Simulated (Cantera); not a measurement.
Premixed flame

A freely propagating, adiabatic, planar premixed flame of H2 : O2 : N2 = 1 : 0.208 : 0.783 (molar parts), unburnt at 300 K and 1.00 bar; mixture-averaged transport, grid criteria slope 0.08 and curve 0.16, no radiation.

Computed with Cantera and the H2/O2 subset of GRI-Mech 3.0, which has no nitrogen chemistry. Burning velocities carry a grid error of a few per cent, more on coarse grids.

```
z (mm)   T (K)  u (m/s)   x H2     x O2      x OH     x HO2   x H2O2     x H2O
-------  -----  -------  -----  -------  --------  --------  -------  --------
-1.02      300     2.74  0.502    0.104     <1e-8     <1e-8    <1e-8     <1e-8
-0.682     300     2.74  0.502    0.104     <1e-8     <1e-8    <1e-8     <1e-8
-0.512     300     2.74  0.502    0.104     <1e-8     <1e-8    <1e-8   2.16e-8
-0.341     300     2.74  0.502    0.105     <1e-8   1.08e-7  1.32e-8   7.03e-7
-0.171     325     2.94  0.497    0.105   5.61e-6   6.50e-5  8.62e-6  0.000348
-0.0853    563     4.95  0.471    0.102  0.000672  0.000351  9.43e-5    0.0160
0          951     8.13  0.415   0.0815  0.000680  0.000115  2.06e-5    0.0662
0.0853    1242     10.5  0.348   0.0448   0.00131   4.91e-5  1.19e-6     0.139
0.171     1403     11.9  0.306   0.0157   0.00155   1.64e-5  4.53e-7     0.194
0.341     1530     12.9  0.290  0.00136   0.00147   1.32e-6  2.05e-7     0.223
0.682     1629     13.6  0.296  8.63e-5   0.00148   8.94e-8  1.38e-7     0.227
1.36      1720     14.3  0.305  3.91e-5   0.00134   4.45e-8  8.05e-8     0.228
2.73      1795     14.8  0.312  1.92e-5   0.00106   2.40e-8  3.98e-8     0.230
```
x: mole fraction of selected species; z is measured from the peak of heat release.

- laminar burning velocity = 274 cm/s
- thermal thickness = 0.341 mm
- peak x(OH) = 0.00155
- peak x(HO2) = 0.000442
- peak x(H2O2) = 9.44e-5
- grid points = 129
